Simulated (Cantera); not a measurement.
A freely propagating, adiabatic, planar premixed flame of 9.02 % CH4, 6.31 % H2, 15.1 % O2, 62.0 % N2, 7.48 % H2O, equivalence ratio 1.4, unburnt at 675 K and 38000 Pa; mixture-averaged transport, grid criteria slope 0.08 and curve 0.16, no radiation.

Detailed kinetics in Cantera: GRI-Mech 3.0 (53 species, 325 reactions). Burning velocities carry a grid error of a few per cent, more on coarse grids.

### Question
Predict: laminar burning velocity; thermal thickness; peak x(CH2); peak x(CH2O).

### Answer
```
Quantity                    Result
------------------------  --------
laminar burning velocity  151 cm/s
thermal thickness         0.908 mm
peak x(CH2)                7.75e-5
peak x(CH2O)              0.000855
```
